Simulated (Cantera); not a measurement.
Input: 1 mol SiCl₄, 0.15 mol O₂, 6.2 mol N₂, 0.16 mol Cl₂, equilibrated at 1.33 mbar.

Method: chemical equilibrium by Gibbs-energy minimisation in Cantera with the NASA 1993 tables (ideal gas, pure condensed phases). Candidate condensed phases: Si, SiO₂, Si₂N₂O, Si₃N₄; 23 gas species. Equilibrium is a limit: real reactors are often held back by kinetics, nucleation or transport.

### Question
At 1025 K, list the 4 most abundant gas species with their mole fractions, and the condensed phases.

### Answer
N₂ 0.824, SiCl₄ 0.113, Cl₂ 0.0593, Cl 0.00373. Condensed: SiO₂(β-quartz).
